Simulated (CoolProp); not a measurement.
The numbers come from the reference Helmholtz-energy equation of state, Lemmon 2006 in CoolProp. It is a short technical equation, of lower accuracy than the large ones.

Task: For n-nonane, give the phase and the cv (kJ/(kg K)), Joule-Thomson coefficient (K/MPa), conductivity (mW/(m K)), fugacity coefficient at 40.65 °C and 40 bar; 69.35 °C and 0.742 bar; -42.55 °C and 0.288 bar.

Result: 
- 40.65 °C and 40 bar: liquid; cv 1.84, Joule-Thomson coefficient -0.412, conductivity 124, fugacity coefficient 0.000483
- 69.35 °C and 0.742 bar: liquid; cv 1.95, Joule-Thomson coefficient -0.366, conductivity 115, fugacity coefficient 0.0824
- -42.55 °C and 0.288 bar: liquid; cv 1.57, Joule-Thomson coefficient -0.493, conductivity 149, fugacity coefficient 5.97e-5

Thermal conductivity comes from a separate model (Huber 2005).
